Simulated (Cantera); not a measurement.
An isothermal, constant-pressure homogeneous reactor starts with NO : N2 = 1 : 0.31 (molar parts), at 1950 K and 750 Torr. Integrator tolerance rtol = 1e-08.

Model: GRI-Mech 3.0 (53 species, 325 reactions), integrated in Cantera.

Task: What does this change do: temperature 1950 to 1875 K?

Result: 
| quantity | before | after |
|---|---|---|
| x(NO) at 9.00 s | 0.0150 (gas-phase equilibrium 0.00791) | 0.0475 (gas-phase equilibrium 0.00632) |
| x(NO2) at 9.00 s | 3.77e-5 (gas-phase equilibrium 1.99e-5) | 0.000134 (gas-phase equilibrium 1.83e-5) |
| x(O) at 9.00 s | 0.000278 (gas-phase equilibrium 0.000279) | 0.000145 (gas-phase equilibrium 0.000149) |
| x(N2) at 9.00 s | 0.611 (gas-phase equilibrium 0.614) | 0.594 (gas-phase equilibrium 0.615) |
| x(O2) at 9.00 s | 0.374 (gas-phase equilibrium 0.378) | 0.358 (gas-phase equilibrium 0.378) |
| x(N2O) at 9.00 s | 4.57e-7 (gas-phase equilibrium 3.94e-7) | 1.19e-6 (gas-phase equilibrium 3.18e-7) |
